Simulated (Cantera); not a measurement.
A closed system holds: 1 mol Si₂H₆, 10 mol NO, 89 mol N₂, at 130 Pa.

Cantera equilibrium calculation (NASA polynomials, part measured and part estimated; ideal gas, pure solids and liquids). Candidate condensed phases: H₂O, Si, SiO₂, Si₂N₂O, Si₃N₄; 35 gas species. The feed counts by its element totals alone. The numbers say what is thermodynamically allowed, not how fast it happens. All values below are at 673 K.

Base state: N₂ 0.954, H₂O 0.0305, O₂ 0.0152 (mole fractions); condensed: SiO₂(α-quartz).

Task: What changes in the equilibrium state with this change: Si₂H₆ replaced by HMDSO?

Result: 
| species | before | after |
|---|---|---|
| N₂ | 0.954 | 0.871 |
| H₂ | <1e-9 | 0.0797 |
| CO | 0 | 0.0301 |
| CO₂ | 0 | 0.0157 |
| O₂ | 0.0152 | <1e-9 |
| H₂O | 0.0305 | 0.00339 |
| CH₄ | 0 | 0.000126 |
| SiO₂(α-quartz), mol | 2.00 | 2.00 |
| C(graphite), mol | 0 | 1.04 |
Further candidate phases: C, C₆H₆, C₇H₈, C₈H₁₈, SiC.
